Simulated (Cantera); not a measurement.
Mixture: C₃H₈ : O₂ : N₂ = 1 : 7.04 : 47.9 (molar parts), equivalence ratio 0.71, at 25500 Torr, adiabatic and at constant volume. Ignition delay is the time to a rise of 400 K.

Detailed kinetics in Cantera: GRI-Mech 3.0 (53 species, 325 reactions). GRI-Mech 3.0 was tuned for natural gas; its chemistry of propane as a main component is partial and can be far from experiment. The pressure lies above the range GRI-Mech 3.0 was tuned for (to about 10 atm).

Q: What does this change do: 0.14 parts H2 added?

A: 
```tsv
quantity	before	after
delay at 1300 K	0.179 ms	0.149 ms
delay at 1500 K	13.3 µs	12.5 µs
delay at 1700 K	2.27 µs	2.21 µs
delay at 1900 K	0.731 µs	0.717 µs
delay at 2100 K	0.355 µs	0.349 µs
apparent activation energy between 1900 and 2100 K	120 kJ/mol	120 kJ/mol
```

Q: What does this change do: constant pressure in place of constant volume?

A: 
```json
[
 {"quantity": "delay at 1300 K", "before": "0.179 ms", "after": "0.189 ms"},
 {"quantity": "delay at 1500 K", "before": "13.3 µs", "after": "14.7 µs"},
 {"quantity": "delay at 1700 K", "before": "2.27 µs", "after": "2.62 µs"},
 {"quantity": "delay at 1900 K", "before": "0.731 µs", "after": "0.876 µs"},
 {"quantity": "delay at 2100 K", "before": "0.355 µs", "after": "0.458 µs"},
 {"quantity": "apparent activation energy between 1900 and 2100 K", "before": "120 kJ/mol", "after": "110 kJ/mol"}
]
```
